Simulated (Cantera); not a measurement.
What does this Cantera script print?

```python
import numpy as np
import cantera as ct

gas_names = """
    C CH CH2 CH3 CH2OH CH3O CH4 CH3OH CN CO CO2 COOH C2 C2H CHCO,ketyl C2H2,acetylene C2H2,vinylidene
    CH2CO,ketene C2H3,vinyl CH3CN CH3CO,acetyl C2H4 C2H4O,ethylen CH3CHO,ethanal CH3COOH (HCOOH)2 C2H5
    C2H6 CH3OCH3 C2H5OH CCN CNC C2N2 C2O C3 C3H3,propargyl C3H4,allene C3H4,propyne C3H4,cyclo-
    C3H5,allyl C3H6,propylene C3H6,cyclo- C3H6O C3H7,n-propyl C3H7,i-propyl C3H8 C3H8O,1propanol
    C3H8O,2propanol C3O2 C4 C4H2 C4H4,1,3-cyclo- C4H6,butadiene C4H6,2-butyne C4H6,cyclo- C4H8,1-butene
    C4H8,cis2-buten C4H8,tr2-butene C4H8,isobutene C4H8,cyclo- (CH3COOH)2 C4H9,n-butyl C4H9,i-butyl
    C4H9,s-butyl C4H9,t-butyl C4H10,isobutane C4H10,n-butane C4N2 C5 C5H6,1,3cyclo- C5H8,cyclo-
    C5H10,1-pentene C5H10,cyclo- C5H11,pentyl C5H11,t-pentyl C5H12,n-pentane C5H12,i-pentane
    CH3C(CH3)2CH3 C6H2 C6H5,phenyl C6H5O,phenoxy C6H6 C6H5OH,phenol C6H10,cyclo- C6H12,1-hexene
    C6H12,cyclo- C6H13,n-hexyl C7H7,benzyl C7H8 C7H8O,cresol C7H14,1-heptene C7H15,n-heptyl
    C7H16,n-heptane C8H8,styrene C8H10,ethylbenz C8H16,1-octene C8H17,n-octyl C8H18,isooctane
    C8H18,n-octane C9H19,n-nonyl C10H8,naphthale C10H21,n-decyl C12H9,o-bipheny C12H10,bipheny Cu CuO
    Cu2 H HCN HCO HCCN HNC HNCO HNO HNO2 HNO3 HO2 H2 HCHO,formaldehy HCOOH H2O H2O2 N NCO NH NH2 NH3
    NH2OH NO NO2 NO3 N2 N2H2 N2H4 N2O O OH O2 O3
""".split()
cond_names = """
    C(gr) C6H6(L) C7H8(L) C8H18(L),n-octa Cu(cr) Cu(L) CuO(s) CuO2H2(s) Cu2O(s) Cu2O(L) H2O(s) H2O(L)
""".split()


def load(file, names, dense=False):
    # The tables refer to 1 bar. Condensed volumes are neglected.
    table = {s.name: s for s in ct.Species.list_from_file(file)}
    out = []
    for n in names:
        d = dict(table[n].input_data)
        d["thermo"] = dict(d["thermo"], **{"reference-pressure": 1e5})
        if dense:
            d["equation-of-state"] = {"model": "constant-volume", "density": "1e6 g/cm^3"}
        out.append(ct.Species.from_dict(d))
    return out


gas = ct.Solution(thermo="ideal-gas", species=load("nasa_gas.yaml", gas_names))
cond = {s.name: ct.Solution(thermo="fixed-stoichiometry", species=[s], name=s.name)
        for s in load("nasa_condensed.yaml", cond_names, dense=True)}
atoms = {
    'Cu2O': {'Cu': 2, 'O': 1},
    'H2': {'H': 2},
    'N2': {'N': 2},
    'CO2': {'C': 1, 'O': 2},
}
top_T = {'C(gr)': 4500, 'CuO(s)': 1390}  # K; cautious upper limits of use, not melting points


def equilibrate(T, P, feed):
    n = {}
    for name, mol in feed.items():
        for a, k in atoms[name].items():
            n[a] = n.get(a, 0.0) + k * mol
    gas.TPX = T, P, n
    mass = sum(n.values()) * gas.mean_molecular_weight
    gas.equilibrate("TP")
    valid = [c for c in cond.values() if c.min_temp <= T <= top_T.get(c.name, c.max_temp)]
    mix = ct.Mixture([(gas, mass / gas.mean_molecular_weight)] + [(c, 0.0) for c in valid])
    mix.T, mix.P = T, P
    mix.equilibrate("TP", solver="vcs", rtol=1e-11, max_steps=5000)
    return mix


results = []
feed = {'Cu2O': 1, 'H2': 2.4, 'N2': 8, 'CO2': 0.0072}  # mol
P = 13332.2  # Pa
for T in [1750, 1800, 1850, 1900, 1950, 2000, 2050, 2100]:
    mix = equilibrate(T, P, feed)
    results.append((T, P, feed, dict(zip(mix.species_names, mix.species_moles))))
    x = sorted(zip(gas.X, gas.species_names), reverse=True)
    print(f"T = {T:g} K  P = {P:g} Pa  gas = {mix.phase_moles(0):.4g} mol")
    print("   x: " + "  ".join(f"{s} {v:.3e}" for v, s in x if v > 1e-05))
    print("   condensed (mol): " + ("  ".join(f"{mix.phase(i).name} {mix.phase_moles(i):.4g}"
          for i in range(1, mix.n_phases) if mix.phase_moles(i) > 1e-12) or "none"))
```

Result:

```
T = 1750 K  P = 13332.2 Pa  gas = 10.43 mol
   x: N2 7.669e-01  H2 1.335e-01  H2O 9.643e-02  Cu 2.240e-03  CO 5.754e-04  H 2.327e-04  CO2 1.148e-04
   condensed (mol): Cu(L) 1.977
T = 1800 K  P = 13332.2 Pa  gas = 10.45 mol
   x: N2 7.654e-01  H2 1.332e-01  H2O 9.624e-02  Cu 4.061e-03  CO 5.793e-04  H 3.579e-04  CO2 1.096e-04  OH 1.708e-05
   condensed (mol): Cu(L) 1.957
T = 1850 K  P = 13332.2 Pa  gas = 10.49 mol
   x: N2 7.630e-01  H2 1.327e-01  H2O 9.593e-02  Cu 7.124e-03  CO 5.819e-04  H 5.374e-04  CO2 1.047e-04  OH 2.870e-05  Cu2 1.684e-05
   condensed (mol): Cu(L) 1.925
T = 1900 K  P = 13332.2 Pa  gas = 10.54 mol
   x: N2 7.590e-01  H2 1.319e-01  H2O 9.541e-02  Cu 1.212e-02  H 7.893e-04  CO 5.829e-04  CO2 1.002e-04  OH 4.690e-05  Cu2 3.490e-05
   condensed (mol): Cu(L) 1.872
T = 1950 K  P = 13332.2 Pa  gas = 10.63 mol
   x: N2 7.528e-01  H2 1.306e-01  H2O 9.460e-02  Cu 2.004e-02  H 1.135e-03  CO 5.817e-04  CO2 9.577e-05  OH 7.462e-05  Cu2 6.950e-05
   condensed (mol): Cu(L) 1.786
T = 2000 K  P = 13332.2 Pa  gas = 10.77 mol
   x: N2 7.431e-01  H2 1.287e-01  H2O 9.334e-02  Cu 3.230e-02  H 1.598e-03  CO 5.775e-04  Cu2 1.335e-04  OH 1.157e-04  CO2 9.134e-05
   condensed (mol): Cu(L) 1.649
T = 2050 K  P = 13332.2 Pa  gas = 10.98 mol
   x: N2 7.285e-01  H2 1.259e-01  H2O 9.144e-02  Cu 5.080e-02  H 2.205e-03  CO 5.690e-04  Cu2 2.478e-04  OH 1.750e-04  CO2 8.671e-05  NO 1.525e-05
   condensed (mol): Cu(L) 1.437
T = 2100 K  P = 13332.2 Pa  gas = 11.32 mol
   x: N2 7.070e-01  H2 1.218e-01  H2O 8.864e-02  Cu 7.815e-02  H 2.979e-03  CO 5.547e-04  Cu2 4.458e-04  OH 2.580e-04  CO2 8.166e-05  NO 2.429e-05
   condensed (mol): Cu(L) 1.106
```

Method: chemical equilibrium by Gibbs-energy minimisation in Cantera with the NASA 1993 tables (ideal gas, pure condensed phases).
